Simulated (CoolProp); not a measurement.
Properties of R142b along the isobar 11.8 bar (Tc = 410.3 K, pc = 40.55 bar, ω = 0.232).

Model: reference Helmholtz-energy equation of state, Lemmon 2006, in CoolProp. It is a short technical equation, of lower accuracy than the large ones.

```tsv
T (K)	phase	density (kg/m³)	speed of sound (m/s)	viscosity (µPa s)	Prandtl number	fugacity coefficient
218.3	liquid	1294	?	?	6.47	0.008819
243.5	liquid	1240	890.7	442	5.13	?
268.6	liquid	?	?	324	4.32	0.1025
293.8	liquid	1125	669.0	244	3.79	0.2381
319	liquid	1059	560.0	186	3.42	0.4656
344.1	liquid	980.9	446.6	141	3.18	0.7948
369.3	gas	46.19	?	13.2	?	0.8594
394.5	gas	41.35	169.0	14.0	0.790	0.8875
419.7	gas	37.73	178.4	14.9	0.760	0.9087
444.8	gas	34.85	186.7	15.7	0.738	0.9249
470	gas	32.47	194.2	16.5	0.720	0.9378
```

**Question.** Fill in the missing entries.

**Answer.** 
- 218.3, speed of sound (m/s): 1010
- 218.3, viscosity (µPa s): 632
- 243.5, fugacity coefficient: 0.03525
- 268.6, density (kg/m³): 1185
- 268.6, speed of sound (m/s): 778.3
- 369.3, speed of sound (m/s): 157.9
- 369.3, Prandtl number: 0.839

Viscosity comes from a separate model (Huber 2003), an estimate that may be off by 10 % or more. Thermal conductivity comes from a separate model (Huber 2003), an estimate that may be off by 10 % or more.
